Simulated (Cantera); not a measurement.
## Adiabatic ignition

An adiabatic, constant-volume homogeneous reactor starts with 2.92 % CH4, 0.263 % H2, 19.9 % O2, 74.9 % N2, 1.99 % CO2, equivalence ratio 0.30, at 1375 K and 350000 Pa.

Cantera simulation using GRI-Mech 3.0 (53 species, 325 reactions); the numbers are that mechanism's predictions, not measurements.

```json
[
 {"t (s)": "2.00e-6", "T (K)": "1375", "P (bar)": "3.50", "x CH4": "0.0292", "x H2": "0.00263", "x O2": "0.199", "x H2O2": "1.10e-10", "x H": "1.01e-9", "x CH2": "<1e-12"},
 {"t (s)": "1.07e-5", "T (K)": "1375", "P (bar)": "3.50", "x CH4": "0.0292", "x H2": "0.00263", "x O2": "0.199", "x H2O2": "2.24e-9", "x H": "1.73e-9", "x CH2": "<1e-12"},
 {"t (s)": "5.69e-5", "T (K)": "1375", "P (bar)": "3.50", "x CH4": "0.0292", "x H2": "0.00263", "x O2": "0.199", "x H2O2": "2.25e-8", "x H": "9.04e-9", "x CH2": "<1e-12"},
 {"t (s)": "0.000304", "T (K)": "1378", "P (bar)": "3.51", "x CH4": "0.0288", "x H2": "0.00260", "x O2": "0.199", "x H2O2": "3.23e-7", "x H": "4.33e-7", "x CH2": "8.58e-10"},
 {"t (s)": "0.00162", "T (K)": "2178", "P (bar)": "5.54", "x CH4": "<1e-12", "x H2": "6.85e-5", "x O2": "0.139", "x H2O2": "1.69e-7", "x H": "1.76e-5", "x CH2": "<1e-12"},
 {"t (s)": "0.00864", "T (K)": "2177", "P (bar)": "5.54", "x CH4": "<1e-12", "x H2": "6.81e-5", "x O2": "0.139", "x H2O2": "1.68e-7", "x H": "1.75e-5", "x CH2": "<1e-12"},
 {"t (s)": "0.0461", "T (K)": "2172", "P (bar)": "5.53", "x CH4": "<1e-12", "x H2": "6.61e-5", "x O2": "0.138", "x H2O2": "1.65e-7", "x H": "1.67e-5", "x CH2": "<1e-12"},
 {"t (s)": "0.246", "T (K)": "2158", "P (bar)": "5.49", "x CH4": "<1e-12", "x H2": "6.13e-5", "x O2": "0.136", "x H2O2": "1.57e-7", "x H": "1.49e-5", "x CH2": "<1e-12"},
 {"t (s)": "1.31", "T (K)": "2154", "P (bar)": "5.48", "x CH4": "<1e-12", "x H2": "5.99e-5", "x O2": "0.135", "x H2O2": "1.54e-7", "x H": "1.44e-5", "x CH2": "<1e-12"},
 {"t (s)": "7.00", "T (K)": "2154", "P (bar)": "5.48", "x CH4": "<1e-12", "x H2": "5.99e-5", "x O2": "0.135", "x H2O2": "1.54e-7", "x H": "1.44e-5", "x CH2": "<1e-12"}
]
```
x: mole fraction; the columns are a selection and need not sum to one.

```
Item                                                                 Value
---------------------------------  ---------------------------------------
time of steepest temperature rise                                 0.609 ms
temperature at 7.00 s                                               2154 K
equilibrium temperature                                             2154 K
x(CH4) at 7.00 s                     <1e-12 (gas-phase equilibrium <1e-12)
x(H2) at 7.00 s                    5.99e-5 (gas-phase equilibrium 5.99e-5)
x(O2) at 7.00 s                        0.135 (gas-phase equilibrium 0.135)
```
